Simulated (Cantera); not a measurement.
A perfectly stirred reactor is fed with 11.0 % H₂, 84.5 % O₂, 4.56 % N₂, equivalence ratio 0.065, at 12.0 Torr; it is held at 1250 K, and followed from long to short residence time.

Model: GRI-Mech 3.0 (53 species, 325 reactions), integrated in Cantera. Radical loss at walls, strong at low pressure, is not modelled. The temperature is held fixed by assumption; the heat of reaction is taken as removed at once.

Question: Predict: x(H₂) at τ = 1.30 s; x(O₂) at τ = 1.30 s; x(H) at τ = 1.30 s; x(H₂O) at τ = 1.30 s; x(O) at τ = 1.30 s; x(H₂) at τ = 33.0 ms; x(O₂) at τ = 33.0 ms; x(H) at τ = 33.0 ms; x(H₂O) at τ = 33.0 ms; x(O) at τ = 33.0 ms.

Answer: 
```
Property                  Value
---------------------  --------
x(H₂) at τ = 1.30 s    0.000268
x(O₂) at τ = 1.30 s       0.832
x(H) at τ = 1.30 s     0.000254
x(H₂O) at τ = 1.30 s      0.115
x(O) at τ = 1.30 s      0.00250
x(H₂) at τ = 33.0 ms    0.00236
x(O₂) at τ = 33.0 ms      0.810
x(H) at τ = 33.0 ms     0.00719
x(H₂O) at τ = 33.0 ms     0.105
x(O) at τ = 33.0 ms      0.0225
```
